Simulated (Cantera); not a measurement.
Cantera run:

```python
import numpy as np
import cantera as ct

gas_names = """
    C CH CH2 CH3 CH2OH CH3O CH4 CH3OH CN CO CO2 COOH C2 C2H CHCO,ketyl C2H2,acetylene C2H2,vinylidene
    CH2CO,ketene C2H3,vinyl CH3CN CH3CO,acetyl C2H4 C2H4O,ethylen CH3CHO,ethanal CH3COOH (HCOOH)2 C2H5
    C2H6 CH3OCH3 C2H5OH CCN CNC C2N2 C2O C3 C3H3,propargyl C3H4,allene C3H4,propyne C3H4,cyclo-
    C3H5,allyl C3H6,propylene C3H6,cyclo- C3H6O C3H7,n-propyl C3H7,i-propyl C3H8 C3H8O,1propanol
    C3H8O,2propanol C3O2 C4 C4H2 C4H4,1,3-cyclo- C4H6,butadiene C4H6,2-butyne C4H6,cyclo- C4H8,1-butene
    C4H8,cis2-buten C4H8,tr2-butene C4H8,isobutene C4H8,cyclo- (CH3COOH)2 C4H9,n-butyl C4H9,i-butyl
    C4H9,s-butyl C4H9,t-butyl C4H10,isobutane C4H10,n-butane C4N2 C5 C5H6,1,3cyclo- C5H8,cyclo-
    C5H10,1-pentene C5H10,cyclo- C5H11,pentyl C5H11,t-pentyl C5H12,n-pentane C5H12,i-pentane
    CH3C(CH3)2CH3 C6H2 C6H5,phenyl C6H5O,phenoxy C6H6 C6H5OH,phenol C6H10,cyclo- C6H12,1-hexene
    C6H12,cyclo- C6H13,n-hexyl C7H7,benzyl C7H8 C7H8O,cresol C7H14,1-heptene C7H15,n-heptyl
    C7H16,n-heptane C8H8,styrene C8H10,ethylbenz C8H16,1-octene C8H17,n-octyl C8H18,isooctane
    C8H18,n-octane C9H19,n-nonyl C10H8,naphthale C10H21,n-decyl C12H9,o-bipheny C12H10,bipheny H HCN HCO
    HCCN HNC HNCO HNO HNO2 HNO3 HO2 H2 HCHO,formaldehy HCOOH H2O H2O2 N NCO NH NH2 NH3 NH2OH NO NO2 NO3
    N2 N2H2 N2H4 N2O O OH O2 O3 Si SiC SiC2 SiC4H12 SiH SiH2 SiH3 SiH4 SiN SiO SiO2 Si2 Si2C Si2N Si3
""".split()
cond_names = """
    C(gr) C6H6(L) C7H8(L) C8H18(L),n-octa H2O(s) H2O(L) Si(cr) Si(L) SiC(b) SiO2(Lqz) SiO2(hqz) SiO2(L)
    Si2N2O(s) Si3N4(a)
""".split()


def load(file, names, dense=False):
    # The tables refer to 1 bar. Condensed volumes are neglected.
    table = {s.name: s for s in ct.Species.list_from_file(file)}
    out = []
    for n in names:
        d = dict(table[n].input_data)
        d["thermo"] = dict(d["thermo"], **{"reference-pressure": 1e5})
        if dense:
            d["equation-of-state"] = {"model": "constant-volume", "density": "1e6 g/cm^3"}
        out.append(ct.Species.from_dict(d))
    return out


gas = ct.Solution(thermo="ideal-gas", species=load("nasa_gas.yaml", gas_names))
cond = {s.name: ct.Solution(thermo="fixed-stoichiometry", species=[s], name=s.name)
        for s in load("nasa_condensed.yaml", cond_names, dense=True)}
atoms = {
    'SiC': {'Si': 1, 'C': 1},
    'H2O': {'H': 2, 'O': 1},
    'N2': {'N': 2},
    'O2': {'O': 2},
}
top_T = {'C(gr)': 4500, 'SiC(b)': 3050, 'Si2N2O(s)': 2100, 'Si3N4(a)': 2400}  # K; cautious upper limits of use, not melting points


def equilibrate(T, P, feed):
    n = {}
    for name, mol in feed.items():
        for a, k in atoms[name].items():
            n[a] = n.get(a, 0.0) + k * mol
    gas.TPX = T, P, n
    mass = sum(n.values()) * gas.mean_molecular_weight
    gas.equilibrate("TP")
    valid = [c for c in cond.values() if c.min_temp <= T <= top_T.get(c.name, c.max_temp)]
    mix = ct.Mixture([(gas, mass / gas.mean_molecular_weight)] + [(c, 0.0) for c in valid])
    mix.T, mix.P = T, P
    mix.equilibrate("TP", solver="vcs", rtol=1e-11, max_steps=5000)
    return mix


results = []
feed = {'SiC': 1, 'H2O': 0.0028, 'N2': 380, 'O2': 0.05}  # mol
P = 24000  # Pa
for T in [1048, 1098, 1148, 1198, 1248, 1298, 1348, 1398, 1448, 1498, 1548, 1598, 1648, 1698]:
    mix = equilibrate(T, P, feed)
    results.append((T, P, feed, dict(zip(mix.species_names, mix.species_moles))))

top = {s: max(r[3][s] / sum(r[3][g] for g in gas_names) for r in results) for s in gas_names}
cols = sorted((s for s in top if top[s] > 0.0001), key=lambda s: -top[s])[:7]
seen = [c for c in cond_names if any(r[3].get(c, 0) > 1e-12 for r in results)]
print("log10 of partial pressures in bar; condensed amounts in mol")
print(f"{'T/K':>10s}" + "".join(f"{s[:9]:>10s}" for s in cols + seen))
for T, P, feed, n in results:
    ng = sum(n[g] for g in gas_names)
    print(f"{T:10.4g}" + "".join(f"{np.log10(max(n[s] / ng * P / 1e5, 1e-99)):10.3f}" for s in cols)
          + "".join(f"{n.get(c, 0):10.4g}" for c in seen))
```

Output:

```
log10 of partial pressures in bar; condensed amounts in mol
       T/K        N2        CO     C(gr)    SiC(b) Si2N2O(s)  Si3N4(a)
      1048    -0.620    -9.199         1         0    0.1028    0.2648
      1098    -0.620    -8.448         1         0    0.1028    0.2648
      1148    -0.620    -7.764    0.9999         0    0.1028    0.2648
      1198    -0.620    -7.138    0.9998         0    0.1027    0.2649
      1248    -0.620    -6.563    0.9994         0    0.1024    0.2651
      1298    -0.620    -6.033    0.9983         0    0.1013    0.2658
      1348    -0.620    -5.543    0.9952         0   0.09827    0.2678
      1398    -0.620    -5.089    0.9866         0   0.08991    0.2734
      1448    -0.620    -4.666    0.9652         0   0.06871    0.2875
      1498    -0.620    -4.273    0.9146         0   0.01837    0.3211
      1548    -0.620    -4.188     0.896         0         0    0.3333
      1598    -0.620    -4.189         0    0.8959         0   0.03458
      1648    -0.620    -4.191         0    0.8966         0   0.03417
      1698    -0.620    -4.197         0     0.898         0   0.03326
```

Cantera equilibrium calculation (NASA polynomials, part measured and part estimated; ideal gas, pure solids and liquids). N2 is the only nitrogen source here; it is nearly inert below about 1500 K, so the nitride shown seldom forms there in practice. Mutual solubility and eutectic melting of coexisting phases are not modelled.
